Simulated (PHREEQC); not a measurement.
Consider water at 39 °C with 0.0032 mol/kgw Cu(NO3)2, 0.0006 mol/kgw HBF4 and 0.031 mol/kgw Na2SO4. Closed to the air; pH follows from the charge balance.

The numbers come from PHREEQC with the ion-association model, phreeqc.dat.

Precipitation was switched off in this run.

**Question.** Order these B species by the share of B that they hold, largest first: BF2(OH)2-, BF3OH-, H3BO3, BF4-.

**Answer.** H3BO3 (94 %), BF2(OH)2- (2.9 %), BF4- (2.3 %), BF3OH- (1.2 %)

**Question.** Order these S species by the share of S that they hold, largest first: SO4-2, NaSO4-, HSO4-, CuSO4.

**Answer.** SO4-2 (83 %), NaSO4- (10.0 %), CuSO4 (4.7 %), HSO4- (2.6 %)

The pH is 3.31 and the ionic strength 0.0903 mol/kgw. Away from 25 °C the constants follow the database's enthalpies or fits; those with neither stay at their 25 °C values. Real BF4- forms and hydrolyses slowly; the run takes it at equilibrium.
